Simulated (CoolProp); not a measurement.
Vapour-liquid equilibrium of hydrogen chloride (1) + ethane (2) at 1.41 MPa; x and y are mole fractions of (1).

The numbers come from the multi-fluid Helmholtz-energy mixture model, Thol 2018 and Bücker 2006; pair parameters Bell 2016 in CoolProp.

Problem. Give the bubble temperature and the first vapour's composition at x = 0.15, 0.55, 0.85. Is there an azeotrope?

Solution. x = 0.15: -26.5 °C, y = 0.246; x = 0.55: -30.6 °C, y = 0.539; x = 0.85: -27.7 °C, y = 0.744. y crosses x between x = 0.45 and 0.55: the model has an azeotrope there.

Pair parameters are fitted to limited data, so mixtures are less certain than the pure fluids.
